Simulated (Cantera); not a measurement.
Feed: 1 mol (CH3)2SiCl2, 0.0081 mol C3H8, 1.8 mol H2, held at 1200 Pa.

Equilibrium computed with Cantera from the NASA thermochemical tables; the gas is ideal and each condensed phase is pure. Candidate condensed phases: C, C6H6, C7H8, C8H18, Si, SiC; 109 gas species. The feed counts by its element totals alone. The tables' values for SiCl3, SiCl are old estimates; treat these amounts as uncertain. The numbers say what is thermodynamically allowed, not how fast it happens.

log p: log10 of the partial pressure in bar; n: condensed amount in mol.

```csv
T (K),log p H2,log p HCl,log p SiCl2,log p H,log p Cl,n C(graphite),n SiC(s)
1600,-2.10,-2.40,-4.15,-5.31,-5.72,1.06,0.963
1650,-2.10,-2.41,-4.07,-5.09,-5.50,1.07,0.956
1700,-2.10,-2.41,?,?,?,1.07,0.949
1750,-2.10,-2.41,?,?,?,1.08,0.941
1800,-2.10,-2.42,-3.87,-4.49,-4.93,1.09,0.932
1850,-2.10,-2.42,-3.81,-4.32,-4.76,1.10,0.923
1900,-2.10,-2.43,-3.76,-4.15,-4.60,1.11,0.913
```

Complete the blanks.


- 1700, log p SiCl2: -4.00
- 1700, log p H: -4.88
- 1700, log p Cl: -5.30
- 1750, log p SiCl2: -3.93
- 1750, log p H: -4.68
- 1750, log p Cl: -5.11
